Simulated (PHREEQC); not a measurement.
Model water analysis in mg/L, 25 °C, pH 6.21, pe 1.1:

| constituent | mg/L |
|---|---|
| Na | 0.0107 |
| K | 0.0183 |
| Ca | 0.038 |
| Mg | 0.0432 |
| Cl | 0.0189 |
| S(6) as SO4 | 0.0593 |
| Alkalinity as HCO3 | 0.267 |
| B | 1.19e-05 |
| Si as SiO2 | 0.000251 |
| N(-3) as NH4 | 5.77e-05 |

Valence states are taken as typed.

Model: ion-association model, wateq4f.dat, run in PHREEQC.

Each row changes one thing in this solution. No solid was allowed to form.

```csv
case,CO2 (mol/kgw),HCO3- (mol/kgw),CO3-2 (mol/kgw),MgSO4 (mol/kgw),CaSO4 (mol/kgw),MgHCO3+ (mol/kgw),SI of Quartz (SiO2)
as made,6.88e-6,4.98e-6,3.83e-10,2.49e-10,1.13e-10,1.02e-10,-4.40
Cl from 0.0189 to 0.0378 mg/L,6.87e-6,4.98e-6,3.83e-10,2.49e-10,1.13e-10,1.02e-10,-4.40
all concentrations times 3 at the same typed pH,1.89e-5,1.37e-5,1.06e-9,2.20e-9,9.97e-10,8.37e-10,-3.92
temperature from 25 to 15 °C at the same typed pH,8.04e-6,[?],3.05e-10,1.91e-10,[?],9.88e-11,-4.25
```

Q: Complete the blanks.

A: 
- temperature from 25 to 15 °C at the same typed pH, HCO3- (mol/kgw): 4.99e-6
- temperature from 25 to 15 °C at the same typed pH, CaSO4 (mol/kgw): 1.03e-10

Complexes and solids missing from the database can't appear.
